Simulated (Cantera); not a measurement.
Input: 1 mol c-C₄F₈, 0.63 mol CH₄, 0.13 mol H₂, at 18.8 Torr.

Equilibrium computed with Cantera from the NASA thermochemical tables; the gas is ideal and each condensed phase is pure. Candidate condensed phases: C, C₆H₆, C₇H₈, C₈H₁₈; 95 gas species. The feed counts by its element totals alone. Gases not in the tables: C₂F₆ and larger saturated fluorocarbons. Rates play no part.

log p: log10 of the partial pressure in bar; n: condensed amount in mol.

```csv
T (K),log p HF,log p CF₄,log p CF₂,log p F,log p CF₃,n C(graphite)
948,-1.77,-2.10,-11.13,-12.64,-10.70,3.33
1148,-1.77,-2.10,-8.42,-9.61,-8.51,3.33
1348,-1.77,-2.10,[?],[?],[?],3.32
1548,-1.77,-2.10,-5.12,-5.89,-5.83,3.32
1748,-1.77,-2.10,-4.04,-4.67,-4.96,3.32
1948,-1.78,-2.13,[?],[?],[?],3.28
2148,-1.81,-2.25,-2.59,-2.94,-3.82,3.14
```

Question: Some entries are withheld; supply them.

Answer: 
- 1348, log p CF₂: -6.52
- 1348, log p F: -7.47
- 1348, log p CF₃: -6.97
- 1948, log p CF₂: -3.21
- 1948, log p F: -3.70
- 1948, log p CF₃: -4.29
